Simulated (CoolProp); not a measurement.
Vapour-liquid equilibrium of propane (1) + cyclohexane (2) at 55.75 °C; x and y are mole fractions of (1).

Model: multi-fluid Helmholtz-energy mixture model, Lemmon 2009 and Zhou 2014; pair parameters Bell 2016, in CoolProp.

```csv
x,bubble pressure (bar),y at the bubble point,dew pressure at overall composition x (bar),liquid density (mol/L)
0.05,1.447,0.695,0.4708,8.949
0.15,3.424,0.875,0.5261,9.158
0.25,5.346,0.924,0.5959,9.364
0.35,7.195,0.946,0.6870,9.566
0.45,8.970,0.959,0.8107,9.757
0.55,10.69,0.969,0.9885,9.931
0.65,12.38,0.976,1.266,10.08
0.75,14.10,0.982,1.758,10.17
0.85,15.95,0.988,2.874,10.19
0.95,18.10,0.996,7.649,10.07
```

No azeotrope shows between x = 0.05 and 0.95.

The pair parameters rest on a limited set of measurements; away from them the model extrapolates. The gap from Raoult's law changes sign with composition, which may be real or a fault of the pair parameters; it wasn't checked against measurements.
